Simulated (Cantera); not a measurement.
Feed: 1 mol B₂O₃, 0.34 mol O₂, 0.53 mol N₂, equilibrated at 413 Torr.

Method: chemical equilibrium by Gibbs-energy minimisation in Cantera with the NASA 1993 tables (ideal gas, pure condensed phases). Candidate condensed phases: B, BN, B₂O₃; 17 gas species. Kinetics and transport are ignored.

Question: What share of the B ends up in condensed phases as a function of T (K), at 1150, 1250, 1350, 1450, 1550, 1650, 1750, 1850, 1950, 2050, 2150, 2250?

Answer: 
```json
[
 {"T (K)": "1150", "B condensed (%)": "100.0", "as": "B₂O₃(l)"},
 {"T (K)": "1250", "B condensed (%)": "100.0", "as": "B₂O₃(l)"},
 {"T (K)": "1350", "B condensed (%)": "100.0", "as": "B₂O₃(l)"},
 {"T (K)": "1450", "B condensed (%)": "100.0", "as": "B₂O₃(l)"},
 {"T (K)": "1550", "B condensed (%)": "100.0", "as": "B₂O₃(l)"},
 {"T (K)": "1650", "B condensed (%)": "99.9", "as": "B₂O₃(l)"},
 {"T (K)": "1750", "B condensed (%)": "99.7", "as": "B₂O₃(l)"},
 {"T (K)": "1850", "B condensed (%)": "98.8", "as": "B₂O₃(l)"},
 {"T (K)": "1950", "B condensed (%)": "95.9", "as": "B₂O₃(l)"},
 {"T (K)": "2050", "B condensed (%)": "86.3", "as": "B₂O₃(l)"},
 {"T (K)": "2150", "B condensed (%)": "49.3", "as": "B₂O₃(l)"},
 {"T (K)": "2250", "B condensed (%)": "0.0", "as": "-"}
]
```
